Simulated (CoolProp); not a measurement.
A simple Rankine cycle with R245fa: condensing at 331.15 K, boiler at 2.79 MPa, turbine inlet 439 K, turbine efficiency 0.65, pump efficiency 0.7, no recuperator. Each further row changes one setting.

The numbers come from the reference Helmholtz-energy equation of state, Akasaka 2015 in CoolProp.

| case | thermal efficiency (%) | net work (kJ/kg) | heat in (kJ/kg) | turbine exit temperature (K) | volume ratio over the turbine |
|---|---|---|---|---|---|
| as stated | 9.0 | 22.9 | 254 | 390.0 | 7.52 |
| condensing temperature 323.15 K | 9.9 | 26.2 | 266 | 385.7 | 9.54 |
| boiler pressure 1.95 MPa | 7.7 | 20.6 | 267 | 404.4 | 4.79 |
| turbine efficiency 0.55 | 7.5 | 19.0 | 254 | 393.7 | 7.61 |
